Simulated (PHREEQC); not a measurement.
## Acid mine or pickling water

Synthetic water in mg/L, 20 °C, pH 3.09, pe 8.3:

| constituent | mg/L |
|---|---|
| Na | 102 |
| K | 191 |
| Ca | 141 |
| Mg | 34 |
| Cl | 249 |
| S(6) as SO4 | 957 |
| Al | 66.6 |
| Pb | 2.43 |

Valence states are taken as typed.

Computed with PHREEQC (ion-association model, phreeqc.dat).

No solid was allowed to form.

Task: Estimate the ionic strength, charge-balance error.

Result: ionic strength 0.0321 mol/kgw; charge-balance error 2.0 %.

Task: In which forms is S present?

Result: SO4-2 63 %, AlSO4+ 18 %, CaSO4 8.0 %, MgSO4 3.7 %, Al(SO4)2- 3.6 %, HSO4- 2.7 % of the S.
